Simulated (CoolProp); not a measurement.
Sulfur hexafluoride at 293.15 K and 3.32 MPa flows at 0.78 m/s in a round tube of 12.7 mm bore and 15 µm roughness, fully developed (64/Re and Nu = 3.66 if laminar; Colebrook and Gnielinski if turbulent). Each further row changes one setting.

The numbers come from the reference Helmholtz-energy equation of state, Guder 2009 in CoolProp.

```csv
case,Reynolds number,Darcy friction factor,pressure drop (Pa/m),heat-transfer coefficient (W/(m² K)),mass flow (kg/h)
as stated,102000,0.0227,779,2150,509
velocity 1.56 m/s,204000,0.0217,2970,4170,1020
diameter 25.4 mm,204000,0.0192,330,1890,2040
```

Viscosity comes from a separate model (Quiñones-Cisneros 2012). Thermal conductivity comes from a separate model (Assael 2012).
